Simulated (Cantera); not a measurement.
Feed: 1 mol Si3H8, 0.057 mol HCl, 4.8 mol H2, 0.03 mol Cl2, at 69.0 mbar.

These are equilibrium values from Cantera (NASA tables, ideal gas, pure condensed phases), not measurements of a reactor. Candidate condensed phases: Si; 19 gas species. The feed counts by its element totals alone. The tables' values for SiCl3 are old estimates; treat these amounts as uncertain. Rates play no part.

Q: At 973 K, list the 6 most abundant gas species with their mole fractions, and the condensed phases.

A: H2 0.992, HCl 0.00588, SiCl4 0.00100, SiHCl3 0.000952, SiH2Cl2 9.43e-5, SiCl2 5.61e-5. Condensed: Si(s).
